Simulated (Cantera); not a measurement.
A Cantera script and what it prints.

```python
import numpy as np
import cantera as ct

gas_names = """
    C CN CO CO2 C2 CCN CNC C2N2 C2O C3 C3O2 C4 C4N2 C5 N NCO NO NO2 NO3 N2 N2O O O2 O3 Si SiC SiC2 SiN
    SiO SiO2 Si2 Si2C Si2N Si3
""".split()
cond_names = """
    C(gr) Si(cr) Si(L) SiC(b) SiO2(Lqz) SiO2(hqz) SiO2(L) Si2N2O(s) Si3N4(a)
""".split()


# ... load() reads the species with a 1 bar reference pressure and builds the phases ...
atoms = {
    'SiC': {'Si': 1, 'C': 1},
    'N2O': {'N': 2, 'O': 1},
    'N2': {'N': 2},
}
top_T = {'C(gr)': 4500, 'SiC(b)': 3050, 'Si2N2O(s)': 2100, 'Si3N4(a)': 2400}  # K; cautious upper limits of use, not melting points


# ... equilibrate(T, P, feed) seeds the gas with the atoms and calls Mixture.equilibrate('TP', solver="vcs", rtol=1e-11, max_steps=5000) ...
results = []
T = 1898.15  # K
P = 420000  # Pa
for m in [9.6, 14, 20, 28, 41, 59, 84, 120, 170, 250, 360]:
    feed = {'SiC': 1, 'N2O': 0.76, 'N2': m}  # mol
    mix = equilibrate(T, P, feed)
    results.append((T, P, feed, dict(zip(mix.species_names, mix.species_moles))))
    x = sorted(zip(gas.X, gas.species_names), reverse=True)
    print(f"T = {T:g} K  P = {P:g} Pa  n(N2) = {m:g} mol  gas = {mix.phase_moles(0):.4g} mol")
    print("   x: " + "  ".join(f"{s} {v:.3e}" for v, s in x if v > 0.0001))
    print("   condensed (mol): " + ("  ".join(f"{mix.phase(i).name} {mix.phase_moles(i):.4g}"
          for i in range(1, mix.n_phases) if mix.phase_moles(i) > 1e-12) or "none"))
```

It prints:

```
T = 1898.15 K  P = 420000 Pa  n(N2) = 9.6 mol  gas = 10.12 mol
   x: N2 9.742e-01  CO 2.562e-02  SiO 1.293e-04
   condensed (mol): C(gr) 0.7406  Si2N2O(s) 0.4993
T = 1898.15 K  P = 420000 Pa  n(N2) = 14 mol  gas = 14.52 mol
   x: N2 9.820e-01  CO 1.785e-02  SiO 1.075e-04
   condensed (mol): C(gr) 0.7408  Si2N2O(s) 0.4992
T = 1898.15 K  P = 420000 Pa  n(N2) = 20 mol  gas = 20.52 mol
   x: N2 9.873e-01  CO 1.262e-02
   condensed (mol): C(gr) 0.7409  Si2N2O(s) 0.4991
T = 1898.15 K  P = 420000 Pa  n(N2) = 28 mol  gas = 28.71 mol
   x: N2 9.877e-01  CO 1.221e-02
   condensed (mol): C(gr) 0.4662  SiC(b) 0.1834  Si2N2O(s) 0.407
T = 1898.15 K  P = 420000 Pa  n(N2) = 41 mol  gas = 42.02 mol
   x: N2 9.879e-01  CO 1.203e-02
   condensed (mol): SiC(b) 0.4945  Si2N2O(s) 0.2509
T = 1898.15 K  P = 420000 Pa  n(N2) = 59 mol  gas = 60.02 mol
   x: N2 9.915e-01  CO 8.415e-03
   condensed (mol): SiC(b) 0.4948  Si2N2O(s) 0.2502
T = 1898.15 K  P = 420000 Pa  n(N2) = 84 mol  gas = 85.02 mol
   x: N2 9.933e-01  CO 6.581e-03
   condensed (mol): SiC(b) 0.4404  Si2N2O(s) 0.1944  Si3N4(a) 0.05493
T = 1898.15 K  P = 420000 Pa  n(N2) = 120 mol  gas = 121 mol
   x: N2 9.937e-01  CO 6.212e-03
   condensed (mol): SiC(b) 0.2481  Si3N4(a) 0.2479
T = 1898.15 K  P = 420000 Pa  n(N2) = 170 mol  gas = 171 mol
   x: N2 9.956e-01  CO 4.396e-03
   condensed (mol): SiC(b) 0.248  Si3N4(a) 0.2479
T = 1898.15 K  P = 420000 Pa  n(N2) = 250 mol  gas = 251 mol
   x: N2 9.970e-01  CO 2.995e-03
   condensed (mol): SiC(b) 0.2479  Si3N4(a) 0.2479
T = 1898.15 K  P = 420000 Pa  n(N2) = 360 mol  gas = 361 mol
   x: N2 9.979e-01  CO 2.083e-03
   condensed (mol): SiC(b) 0.2478  Si3N4(a) 0.248
```

Equilibrium computed with Cantera from the NASA thermochemical tables; the gas is ideal and each condensed phase is pure. Mutual solubility and eutectic melting of coexisting phases are not modelled.
